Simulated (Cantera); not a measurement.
Charge: 1 mol SiCl4, 1.2 mol NH3, 31 mol H2, at 0.870 bar.

These are equilibrium values from Cantera (NASA tables, ideal gas, pure condensed phases), not measurements of a reactor. Candidate condensed phases: NH4Cl, Si, Si3N4; 28 gas species. The tables' values for SiCl3, SiCl are old estimates; treat these amounts as uncertain. Gases not in the tables: Si2H6 and higher silanes. Kinetics and transport are ignored.

log p: log10 of the partial pressure in bar; n: condensed amount in mol.

```
T (K)  log p H2  log p HCl  log p SiCl2  log p N2  log p SiCl4  n Si3N4(s)  n Si(l)
-----  --------  ---------  -----------  --------  -----------  ----------  -------
723       -0.11      -1.11         <-12     -2.70        -2.25         [?]        0
923       -0.11      -1.07        -8.13     -3.04        -2.42       0.281        0
1123      -0.11      -1.06        -5.27     -3.27        -2.55       0.289        0
1323      -0.11      -1.05        -3.42     -3.25        -2.75       0.289        0
1523      -0.11      -1.06        -2.44     -2.71        -3.31         [?]        0
1723      -0.11      -1.14        -1.93     -2.17        -4.11         [?]        0
1923      -0.11      -1.18        -1.82     -1.83        -4.98           0    0.361
2123      -0.11      -1.15        -1.87     -1.83        -5.71           0    0.418
```

Task: Complete the blanks.

Result: 
- 723, n Si3N4(s): 0.258
- 1523, n Si3N4(s): 0.261
- 1723, n Si3N4(s): 0.163
